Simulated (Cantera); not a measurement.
A closed system holds: 1 mol CaCO3, 0.34 mol H2, 11 mol O2, 0.027 mol C, at 11000 Pa.

Equilibrium computed with Cantera from the NASA thermochemical tables; the gas is ideal and each condensed phase is pure. Candidate condensed phases: C, C6H6, C7H8, C8H18, Ca, CaCO3, CaO, Ca(OH)2, H2O; 115 gas species. Kinetics and transport are ignored.

x: gas mole fraction; n: condensed amount in mol.

```csv
T (°C),x O2,x CO2,x H2O,x OH,n CaCO3(calcite),n CaO(s)
475,0.967,0.00242,0.0304,2.25e-10,1.00,0
625,0.923,___,0.0290,___,___,___
775,0.888,0.0844,0.0279,3.70e-7,0,1.00
925,0.888,0.0844,0.0279,3.83e-6,0,1.00
1075,0.888,0.0844,0.0279,2.36e-5,0,1.00
1225,0.888,0.0844,0.0279,0.000101,0,1.00
1375,0.887,0.0844,0.0278,___,0,1.000
1525,0.887,0.0843,0.0275,0.000889,0,1.000
```

Some entries are withheld; supply them.


- 1375, x OH: 0.000332
- 625, x CO2: 0.0480
- 625, x OH: 1.69e-8
- 625, n CaCO3(calcite): 0.465
- 625, n CaO(s): 0.535
